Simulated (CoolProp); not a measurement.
Vapour pressure (kPa) of R142b: the reference equation beside estimates from Tc = 410.3 K, pc = 4055 kPa, ω = 0.232. Clausius-Clapeyron is anchored at 213.4 K with a constant enthalpy of vaporisation of 25.12 kJ/mol.

The numbers come from the reference Helmholtz-energy equation of state, Lemmon 2006 in CoolProp. It is a short technical equation, of lower accuracy than the large ones.

| T (K) | reference | Lee-Kesler | Clausius-Clapeyron | van der Waals | Peng-Robinson |
|---|---|---|---|---|---|
| 204.1 | 3.769 | 3.626 | 3.806 | 108.9 | 4.012 |
| 213.4 | 7.255 | 6.999 | 7.255 | 146.6 | 7.595 |
| 222.8 | 13.18 | 12.77 | 13.18 | 193.2 | 13.61 |
| 232.1 | 22.50 | 21.90 | 22.70 | 248.7 | 23.00 |
| 241.5 | 36.78 | 36.01 | 37.68 | 315.2 | 37.30 |
| 250.9 | 57.61 | 56.70 | 60.20 | 392.9 | 58.05 |
| 260.2 | 86.53 | 85.59 | 92.58 | 481.7 | 86.79 |
| 269.6 | 126.3 | 125.5 | 138.8 | 584.2 | 126.3 |
| 279 | 179.1 | 178.6 | 202.5 | 700.2 | 178.6 |
| 288.3 | 246.7 | 246.7 | 287.1 | 829.1 | 245.6 |
| 297.7 | 333.1 | 333.9 | 399.7 | 974.1 | 331.6 |

Absolute difference from the reference over all 11 rows, mean and median: Lee-Kesler 1.7 and 1.6 %, Clausius-Clapeyron 6.8 and 4.5 %, van der Waals 905.4 and 582.0 %, Peng-Robinson 1.8 and 0.8 %.
